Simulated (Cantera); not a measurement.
Input: 1 mol SiH2Cl2, 40 mol N2, 0.13 mol O2, held at 17000 Pa.

These are equilibrium values from Cantera (NASA tables, ideal gas, pure condensed phases), not measurements of a reactor. Candidate condensed phases: H2O, NH4Cl, Si, SiO2, Si2N2O, Si3N4; 47 gas species. N2 is the only nitrogen source here; it is nearly inert below about 1500 K, so the nitride shown seldom forms there in practice. Mutual solubility and eutectic melting of coexisting phases are not modelled. The numbers say what is thermodynamically allowed, not how fast it happens.

### Question
Which condensed phases are stable at each of these points (T (°C)): 927, 977, 1027, 1077, 1127, 1177, 1227, 1277, 1327, 1377, 1427, 1477?

### Answer
| T (°C) | condensed phases | Si condensed (%) |
|---|---|---|
| 927 | Si2N2O(s) + Si3N4(s) | 86.3 |
| 977 | Si2N2O(s) + Si3N4(s) | 86.5 |
| 1027 | Si2N2O(s) + Si3N4(s) | 86.5 |
| 1077 | Si2N2O(s) + Si3N4(s) | 86.1 |
| 1127 | Si2N2O(s) + Si3N4(s) | 85.0 |
| 1177 | Si2N2O(s) + Si3N4(s) | 82.9 |
| 1227 | Si2N2O(s) + Si3N4(s) | 79.6 |
| 1277 | Si2N2O(s) + Si3N4(s) | 74.8 |
| 1327 | Si2N2O(s) + Si3N4(s) | 68.9 |
| 1377 | Si2N2O(s) + Si3N4(s) | 62.4 |
| 1427 | Si2N2O(s) + Si3N4(s) | 55.6 |
| 1477 | Si2N2O(s) | 49.7 |

From 927 °C to 1427 °C the condensed part is Si2N2O(s) + Si3N4(s). At 1477 °C the condensed part is Si2N2O(s).
